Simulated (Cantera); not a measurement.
Feed: 1 mol AlI₃, 65 mol NH₃, 1.1 mol H₂, at 1848.15 K and 2.90 mbar.

Method: chemical equilibrium by Gibbs-energy minimisation in Cantera with the NASA 1993 tables (ideal gas, pure condensed phases). Candidate condensed phases: Al, AlI₃, AlN, I₂; 19 gas species. Rates play no part.

Base state: H₂ 0.727, N₂ 0.241, I 0.0154, H 0.00841, AlI 0.00625, Al 0.00115, HI 0.000647, AlH 2.12e-5 (mole fractions); condensed: gas only.

What changes in the equilibrium state with this change: temperature from 1848.15 K to 1975 K?


| species | before | after |
|---|---|---|
| H₂ | 0.727 | 0.714 |
| N₂ | 0.241 | 0.239 |
| H | 0.00841 | 0.0215 |
| AlI | 0.00625 | 0.00412 |
| I | 0.0154 | 0.0174 |
| Al | 0.00115 | 0.00320 |
| AlH | 2.12e-5 | 4.30e-5 |
| HI | 0.000647 | 0.000510 |

What changes in the equilibrium state with this change: temperature from 1848.15 K to 1423.15 K?


| species | before | after |
|---|---|---|
| H₂ | 0.727 | 0.737 |
| N₂ | 0.241 | 0.240 |
| I | 0.0154 | 0.0180 |
| H | 0.00841 | 0.000106 |
| AlI | 0.00625 | 0.000467 |
| Al | 0.00115 | 5.11e-8 |
| AlH | 2.12e-5 | 3.91e-9 |
| HI | 0.000647 | 0.00399 |
| AlN(s), mol | 0 | 0.938 |
